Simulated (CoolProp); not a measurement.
Octamethylcyclotetrasiloxane (D4) along the isobar 18.3 bar: fugacity coefficient from the reference equation and from simpler models built on Tc = 586.5 K, pc = 13.47 bar, ω = 0.598; each cubic takes its own stable root.

Values from CoolProp's reference Helmholtz-energy equation of state, Thol 2015.

| T (K) | phase | reference | van der Waals | Redlich-Kwong | Soave-Redlich-Kwong |
|---|---|---|---|---|---|
| 476.1 | liquid | ? | 0.3008 | 0.2009 | 0.1146 |
| 485.7 | liquid | 0.1332 | 0.3225 | 0.2253 | 0.1380 |
| 495.3 | liquid | 0.1583 | 0.3445 | 0.2510 | 0.1644 |
| 504.9 | liquid | 0.1861 | 0.3670 | ? | 0.1936 |
| 514.5 | liquid | 0.2165 | 0.3897 | 0.3058 | 0.2257 |
| 524.1 | liquid | 0.2496 | 0.4127 | 0.3346 | 0.2605 |
| 533.7 | liquid | 0.2851 | 0.4359 | 0.3642 | 0.2979 |
| 543.3 | liquid | 0.3229 | 0.4591 | ? | ? |
| 552.9 | liquid | 0.3627 | 0.4824 | 0.4248 | ? |
| 562.5 | liquid | 0.4041 | 0.5056 | 0.4554 | 0.4220 |
| 572 | liquid | 0.4463 | 0.5284 | 0.4856 | 0.4652 |
| 581.6 | liquid | 0.4895 | 0.5511 | 0.5158 | 0.5089 |
| 591.2 | supercritical | 0.5325 | 0.5734 | ? | 0.5515 |
| 600.8 | supercritical | 0.5735 | 0.5952 | 0.5734 | 0.5914 |
| 610.4 | supercritical | 0.6094 | 0.6161 | 0.5998 | 0.6262 |
| 620 | supercritical | 0.6385 | 0.6360 | 0.6236 | 0.6552 |

### Question
Some entries are withheld; supply them.

### Answer

- 476.1, reference: 0.1109
- 504.9, Redlich-Kwong: 0.2779
- 543.3, Redlich-Kwong: 0.3943
- 543.3, Soave-Redlich-Kwong: 0.3375
- 552.9, Soave-Redlich-Kwong: 0.3790
- 591.2, Redlich-Kwong: 0.5452
